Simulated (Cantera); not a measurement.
A closed system holds: 1 mol Al, a varied amount of I2, 7.7 mol H2, at 925 K and 4.10e-5 bar.

Method: chemical equilibrium by Gibbs-energy minimisation in Cantera with the NASA 1993 tables (ideal gas, pure condensed phases). Candidate condensed phases: Al, AlI3, I2; 11 gas species. Kinetics and transport are ignored.

log p: log10 of the partial pressure in bar; nothing condenses.

```tsv
n(I2) (mol)	log p H2	log p HI	log p I	log p AlI3	log p AlI	log p I2
0.7	-4.44	-7.45	-7.57	-6.04	-5.42	-11.98
0.83	-4.44	-7.31	-7.43	-5.82	-5.50	-11.69
0.99	-4.44	-7.16	-7.28	-5.65	-5.61	-11.40
1.2	-4.44	-6.98	-7.10	-5.50	-5.82	-11.04
1.4	-4.44	[?]	[?]	-5.39	[?]	[?]
1.7	-4.46	-5.98	-6.09	-5.34	-7.69	-9.02
2	-4.49	-5.62	-5.71	-5.36	-8.46	-8.26
2.4	-4.53	-5.40	-5.47	-5.39	-8.96	-7.79
2.9	-4.58	-5.25	-5.30	-5.42	-9.34	-7.44
3.4	-4.62	[?]	[?]	-5.45	[?]	[?]
4.1	-4.68	-5.08	-5.08	-5.49	-9.86	-6.99
```

**Question.** Complete the blanks.

**Answer.** 
- 3.4, log p HI: -5.16
- 3.4, log p I: -5.19
- 3.4, log p AlI: -9.60
- 3.4, log p I2: -7.22
- 1.4, log p HI: -6.74
- 1.4, log p I: -6.86
- 1.4, log p AlI: -6.20
- 1.4, log p I2: -10.55
